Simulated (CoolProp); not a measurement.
p-xylene at several states: density (kg/m³) from the reference equation and from simpler models built on Tc = 616.2 K, pc = 3.532 MPa, ω = 0.324; each cubic takes its own stable root.

Computed with CoolProp (reference Helmholtz-energy equation of state, Zhou 2012).

```json
[
 {"T (K)": "298.2", "p (MPa)": "0.0754", "phase": "liquid", "reference": "856.7"},
 {"T (K)": "319.6", "p (MPa)": "0.0194", "phase": "liquid", "reference": "838.0"},
 {"T (K)": "454.2", "p (MPa)": "0.0233", "phase": "gas", "reference": "0.6597"},
 {"T (K)": "299", "p (MPa)": "0.0121", "phase": "liquid", "reference": "855.9"},
 {"T (K)": "470.4", "p (MPa)": "0.0712", "phase": "gas", "reference": "1.971"}
]
```

Problem. How far does each simpler model (van der Waals, Redlich-Kwong, Soave-Redlich-Kwong, Peng-Robinson) lie from the reference over these 5 states: mean and median of the absolute difference, and the worst?

Solution. 
- van der Waals: mean 60.1 %, median 99.6 %, worst -99.9 % at 299 K and 0.0121 MPa
- Redlich-Kwong: mean 9.7 %, median 16.0 %, worst -16.0 % at 299 K and 0.0121 MPa
- Soave-Redlich-Kwong: mean 8.3 %, median 13.4 %, worst -13.7 % at 298.2 K and 0.0754 MPa
- Peng-Robinson: mean 1.8 %, median 2.5 %, worst -3.1 % at 298.2 K and 0.0754 MPa

At some of these states van der Waals gives the other phase, because its saturation line lies elsewhere.
